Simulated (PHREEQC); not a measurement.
Consider water at 25 °C with 0.0022 mol ZnSO4, 0.0018 mol ZnCl2, 0.12 mol NaF and 0.00013 mol NaCl per kg of water. Closed to the air; pH follows from the charge balance.

The numbers come from PHREEQC with the ion-association model, wateq4f.dat.

Each row changes one thing in this solution. This is a speciation only: nothing precipitates in the calculation.

| case | pH | ionic strength (mol/kgw) | Na+ (mol/kgw) | F- (mol/kgw) | NaF (mol/kgw) | Zn+2 (mol/kgw) | SI of Zincite(c) (ZnO) |
|---|---|---|---|---|---|---|---|
| as made | 7.02 | 0.126 | 0.116 | 0.114 | 0.00422 | 0.00243 | -0.13 |
| NaF from 0.12 to 0.108 mol/kgw | 6.99 | 0.115 | 0.104 | 0.103 | 0.00351 | 0.00248 | -0.18 |
| 0.0026 mol/kgw LiOH added | 8.60 | 0.126 | 0.116 | 0.115 | 0.00424 | 0.00154 | +2.82 |
| diluted 100-fold with water | 6.85 | 0.00134 | 0.00120 | 0.00120 | 7.62e-7 | 3.90e-5 | -1.91 |
| diluted 10-fold with water | 6.86 | 0.0132 | 0.0119 | 0.0119 | 6.44e-5 | 0.000353 | -1.06 |
| ZnSO4 replaced by Cs2SO4 at the same molality | 7.18 | 0.126 | 0.116 | 0.115 | 0.00425 | 0.00109 | -0.16 |
| temperature from 25 to 5 °C | 7.12 | 0.126 | 0.116 | 0.115 | 0.00430 | 0.00265 | -1.04 |

Complexes and solids missing from the database can't appear. Some of these states are supersaturated (in Zn(OH)2-e, Zn5(OH)8Cl2, for instance). At this temperature some constants are extrapolated from 25 °C, and those without enthalpy data are left unchanged.
